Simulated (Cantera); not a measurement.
Input: 1 mol C₂F₆, 0.036 mol HCl, 0.36 mol F₂, equilibrated at 383 Torr.

These are equilibrium values from Cantera (NASA tables, ideal gas, pure condensed phases), not measurements of a reactor. Candidate condensed phases: C, C₆H₆, C₇H₈, C₈H₁₈; 118 gas species. The feed counts by its element totals alone. The tables' values for C₂F₄ are old estimates; treat these amounts as uncertain. Gases not in the tables: C₂F₆ and larger saturated fluorocarbons. Kinetics and transport are ignored.

log p: log10 of the partial pressure in bar; nothing condenses.

```csv
T (K),log p F,log p CF₂,log p CF₄,log p CF,log p CF₃
2848,-0.64,-0.72,-1.21,-2.29,-1.85
2898,-0.60,-0.72,-1.41,-2.16,-1.92
2948,-0.57,-0.72,-1.63,-2.02,-2.00
2998,-0.56,-0.72,-1.87,-1.89,-2.10
3048,-0.54,-0.73,___,___,___
3098,-0.53,-0.75,-2.36,-1.65,-2.31
3148,-0.53,-0.77,___,___,___
3198,-0.52,-0.81,-2.85,-1.44,-2.54
3248,-0.51,-0.85,-3.10,-1.36,-2.66
```

Q: Some entries are withheld; supply them.

A: 
- 3048, log p CF₄: -2.11
- 3048, log p CF: -1.76
- 3048, log p CF₃: -2.20
- 3148, log p CF₄: -2.61
- 3148, log p CF: -1.54
- 3148, log p CF₃: -2.42
